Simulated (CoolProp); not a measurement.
The fluid at 295 K and 0.743 MPa is throttled through a valve to 0.519 MPa with no heat exchange. The same conditions are run with several fluids, on thermodynamics alone (safety and materials aside).

Computed with CoolProp (reference Helmholtz-energy equation of state of each fluid (fluorine: de Reuck 1990; R125: Lemmon 2005; hydrogen sulfide: Lemmon 2006; ethylene: Smukala 2000; CF4 (R14): Platzer 1990)). The equations of Platzer and Polt are older, rougher fits.

Question: Rank fluorine, R125, hydrogen sulfide, ethylene, CF4 (R14) by temperature change (K), highest first.

Answer: fluorine (-0.4), CF4 (R14) (-1.3), ethylene (-2.4), R125 (-3.7), hydrogen sulfide (-4.1)

| fluid | final density (kg/m³) |
|---|---|
| fluorine | 8.07 |
| R125 | 28.3 |
| hydrogen sulfide | 7.65 |
| ethylene | 6.18 |
| CF4 (R14) | 19.1 |
